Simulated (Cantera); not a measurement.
Input: 1 mol Si(CH₃)₄, 1.6 mol CH₄, 61 mol H₂, equilibrated at 0.0430 bar.

Method: chemical equilibrium by Gibbs-energy minimisation in Cantera with the NASA 1993 tables (ideal gas, pure condensed phases). Candidate condensed phases: C, C₆H₆, C₇H₈, C₈H₁₈, Si, SiC; 87 gas species. Gases not in the tables: Si₂H₆ and higher silanes. Kinetics and transport are ignored. All values below are at 2123 K.

Base state: H₂ 0.981, H 0.0171, C₂H₂ (acetylene) 0.00162, Si 0.000333, SiH 3.53e-5, SiC₂ 2.36e-5, SiH₂ 1.69e-5, Si₂C 1.48e-5 (mole fractions); condensed: C(graphite) + SiC(s).

Problem. What changes in the equilibrium state with this change: Si(CH₃)₄ replaced by CH₃SiH₃?

Solution. 
| species | before | after |
|---|---|---|
| H₂ | 0.981 | 0.981 |
| H | 0.0171 | 0.0171 |
| C₂H₂ (acetylene) | 0.00162 | 0.00162 |
| SiH₂ | 1.69e-5 | 1.69e-5 |
| SiH | 3.53e-5 | 3.53e-5 |
| Si | 0.000333 | 0.000333 |
| Si₂C | 1.48e-5 | 1.48e-5 |
| CH₄ | 1.29e-5 | 1.29e-5 |
| SiC₂ | 2.36e-5 | 2.36e-5 |
| C(graphite), mol | 4.39 | 1.40 |
| SiC(s), mol | 0.969 | 0.970 |
The feed counts by its element totals alone.
